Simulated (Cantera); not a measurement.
Input (Python, Cantera) and output of one run.

```python
import numpy as np
import cantera as ct

gas_names = """
    B BF BF2 BF3 BH BHF2 BH2 BH3 BO BOF BOF2 BO2 B2 B2O B2O2 B2O3 B3O3F3 B3O3H3 F FO FO2 F2 F2O H HBO
    HBO2 HF HOF HO2 H2 H2F2 H2O H2O2 H3B3O6 H3F3 H4F4 H5F5 H6F6 H7F7 O OH O2 O3
""".split()
cond_names = """
    B(b) B(L) B2O3(L) B3O3H3(cr) H2O(s) H2O(L)
""".split()


# ... load() reads the species with a 1 bar reference pressure and builds the phases ...
atoms = {
    'BF3': {'B': 1, 'F': 3},
    'H2O': {'H': 2, 'O': 1},
    'H2': {'H': 2},
}
top_T = {}  # K; cautious upper limits of use, not melting points


# ... equilibrate(T, P, feed) seeds the gas with the atoms and calls Mixture.equilibrate('TP', solver="vcs", rtol=1e-11, max_steps=5000) ...
results = []
feed = {'BF3': 1, 'H2O': 0.38, 'H2': 15}  # mol
P = 380  # Pa
for T in [1525, 1600, 1675, 1750, 1825, 1900, 1975, 2050, 2125]:
    mix = equilibrate(T, P, feed)
    results.append((T, P, feed, dict(zip(mix.species_names, mix.species_moles))))

top = {s: max(r[3][s] / sum(r[3][g] for g in gas_names) for r in results) for s in gas_names}
cols = sorted((s for s in top if top[s] > 0.001), key=lambda s: -top[s])[:7]
seen = [c for c in cond_names if any(r[3].get(c, 0) > 1e-12 for r in results)]
print("log10 of partial pressures in bar; condensed amounts in mol")
print(f"{'T/K':>10s}" + "".join(f"{s[:9]:>10s}" for s in cols + seen))
for T, P, feed, n in results:
    ng = sum(n[g] for g in gas_names)
    print(f"{T:10.4g}" + "".join(f"{np.log10(max(n[s] / ng * P / 1e5, 1e-99)):10.3f}" for s in cols)
          + "".join(f"{n.get(c, 0):10.4g}" for c in seen))
```

Output:

```
log10 of partial pressures in bar; condensed amounts in mol
       T/K        H2        HF         H       BF3       BOF        BF       BF2
      1525    -2.469    -3.749    -5.861    -3.870    -4.068    -6.691    -5.480
      1600    -2.470    -3.731    -5.500    -3.893    -4.069    -6.003    -5.091
      1675    -2.473    -3.698    -5.172    -3.937    -4.071    -5.436    -4.779
      1750    -2.477    -3.649    -4.872    -4.014    -4.074    -4.996    -4.552
      1825    -2.482    -3.589    -4.597    -4.132    -4.078    -4.670    -4.405
      1900    -2.490    -3.532    -4.345    -4.296    -4.083    -4.434    -4.330
      1975    -2.498    -3.484    -4.113    -4.505    -4.090    -4.266    -4.315
      2050    -2.509    -3.448    -3.899    -4.754    -4.099    -4.150    -4.349
      2125    -2.521    -3.425    -3.701    -5.032    -4.111    -4.072    -4.419
```

These are equilibrium values from Cantera (NASA tables, ideal gas, pure condensed phases), not measurements of a reactor. The tables' values for BF2 are old estimates; treat these amounts as uncertain.
